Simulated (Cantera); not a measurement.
Charge: 1 mol Si, 1.5 mol HCl, 1.2 mol N2, held at 1673.15 K and 1.60 Pa.

Cantera equilibrium calculation (NASA polynomials, part measured and part estimated; ideal gas, pure solids and liquids). Candidate condensed phases: NH4Cl, Si, Si3N4; 28 gas species. The tables' values for SiCl, SiCl3, SiN are old estimates; treat these amounts as uncertain. The numbers say what is thermodynamically allowed, not how fast it happens.

**Question.** What is the equilibrium state?

**Answer.** 
- x(N2) = 0.428
- x(SiCl2) = 0.207
- x(H2) = 0.206
- x(HCl) = 0.109
- x(Si) = 0.0262
- x(H) = 0.0129
- x(Cl) = 0.00534
- x(SiCl) = 0.00488
- x(SiCl3) = 0.000183
- n(Si(s)) = 0.329 mol
- gas amount = 2.806 mol
